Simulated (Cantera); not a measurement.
An adiabatic, constant-pressure homogeneous reactor starts with H2 : O2 : N2 : H2O = 1 : 0.714 : 2.69 : 0.23 (molar parts), at 1148 K and 4.05 atm.

Computed with Cantera and GRI-Mech 3.0 (53 species, 325 reactions). The hydrogen kinetics of GRI-Mech 3.0 are dated; newer H2 mechanisms differ, most at raised pressure.

One state of this run: T (K) = 2533; x H2 = 0.00461; x O2 = 0.0456; x H2O = 0.284; x H2O2 = 9.28e-7; x O = 0.00181; x HO2 = 1.19e-5. x: mole fraction; the columns are a selection and need not sum to one.

### Question
Which value of t (s) does it belong to?
(A) 0.00737
(B) 3.01e-5
(C) 1.00e-5
(D) 9.03e-5

### Answer
A, 0.00737
